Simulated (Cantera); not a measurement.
Input: 1 mol MgCO3, 0.91 mol H2O, at 1.33 mbar.

Cantera equilibrium calculation (NASA polynomials, part measured and part estimated; ideal gas, pure solids and liquids). Candidate condensed phases: C, C6H6, C7H8, C8H18, H2O, Mg, MgCO3, MgO, Mg(OH)2; 116 gas species. Kinetics and transport are ignored.

**Question.** At 1498 K, list the 7 most abundant gas species with their mole fractions, and the condensed phases.

**Answer.** CO2 0.521, H2O 0.475, CO 0.00192, O2 0.00124, H2 0.000680, OH 0.000243, H 1.23e-5. Condensed: MgO(s).
